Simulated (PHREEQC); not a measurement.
Buffer: an equilibrium model

Dissolve 130 mmol/kgw H3BO3, 0.053 mmol/kgw NaF and 0.74 mmol/kgw LiCl at 70 °C. Closed to the air; pH follows from the charge balance.

All values are PHREEQC results (ion-association model, wateq4f.dat), not measurements.

```yaml
pH: 4.94
ionic_strength: 0.000805 mol/kgw
```

```csv
species,molality,activity,log γ
H3BO3,0.130,0.130,0.000
Cl-,0.000740,0.000714,-0.015
Li+,0.000740,0.000715,-0.015
Na+,5.30e-5,5.12e-5,-0.015
F-,4.71e-5,4.54e-5,-0.015
H2BO3-,1.39e-5,1.34e-5,-0.015
H+,1.18e-5,1.14e-5,-0.015
BF(OH)3-,3.67e-6,3.54e-6,-0.015
HF,1.87e-6,1.87e-6,0.000
BF2(OH)2-,1.94e-7,1.88e-7,-0.015
OH-,1.39e-8,1.35e-8,-0.015
NaF,1.34e-9,1.34e-9,0.000
```

This is a speciation only: nothing precipitates in the calculation. Constants without temperature data keep their 25 °C values here. Real BF4- forms and hydrolyses slowly; the run takes it at equilibrium.
